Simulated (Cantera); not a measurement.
Feed: 1 mol SiH₄, 0.17 mol NO, 12 mol N₂, held at 6.30e-5 bar.

Equilibrium computed with Cantera from the NASA thermochemical tables; the gas is ideal and each condensed phase is pure. Candidate condensed phases: H₂O, Si, SiO₂, Si₂N₂O, Si₃N₄; 35 gas species. Mutual solubility and eutectic melting of coexisting phases are not modelled. The tables' values for SiN are old estimates; treat these amounts as uncertain. Rates play no part.

x: gas mole fraction; n: condensed amount in mol.

| T (K) | x N₂ | x H₂ | x Si | x H | x SiO | n Si₂N₂O(s) | n Si₃N₄(s) | n Si(s) | n Si(l) |
|---|---|---|---|---|---|---|---|---|---|
| 575 | 0.852 | 0.148 | <1e-12 | <1e-12 | <1e-12 | 0.170 | 0.220 | 0 | 0 |
| 675 | 0.852 | 0.148 | <1e-12 | <1e-12 | <1e-12 | 0.170 | 0.220 | 0 | 0 |
| 775 | 0.852 | 0.148 | <1e-12 | 4.81e-11 | <1e-12 | 0.170 | 0.220 | 0 | 0 |
| 875 | 0.852 | 0.148 | <1e-12 | … | <1e-12 | 0.170 | 0.220 | 0 | 0 |
| 975 | 0.852 | 0.148 | <1e-12 | 5.55e-8 | <1e-12 | 0.170 | 0.220 | 0 | 0 |
| 1075 | 0.852 | 0.148 | <1e-12 | 7.12e-7 | 1.29e-10 | 0.170 | 0.220 | 0 | 0 |
| 1175 | 0.852 | 0.148 | 3.29e-11 | 5.95e-6 | 3.36e-8 | 0.170 | 0.220 | 0 | 0 |
| 1275 | 0.852 | 0.148 | 8.63e-9 | 3.58e-5 | 3.61e-6 | 0.170 | 0.220 | 0 | 0 |
| 1375 | 0.851 | 0.148 | 9.99e-7 | 0.000166 | 0.000194 | 0.167 | 0.221 | 0 | 0 |
| 1475 | 0.846 | 0.147 | 6.04e-5 | 0.000626 | 0.00603 | 0.0881 | 0.247 | 0 | 0 |
| 1575 | 0.846 | 0.139 | 0.000911 | 0.00195 | 0.0119 | 0 | 0 | 0.816 | 0 |
| 1675 | 0.840 | 0.136 | 0.00689 | 0.00540 | 0.0118 | 0 | 0 | 0.727 | 0 |
| 1775 | 0.812 | 0.128 | … | … | 0.0114 | 0 | 0 | 0 | … |
| 1875 | 0.790 | 0.117 | 0.0535 | 0.0282 | 0.0111 | 0 | 0 | 0 | 0 |

Q: What belongs in the gaps?

A: 
- 1775, x Si: 0.0348
- 1775, x H: 0.0130
- 1775, n Si(l): 0.294
- 875, x H: 2.43e-9
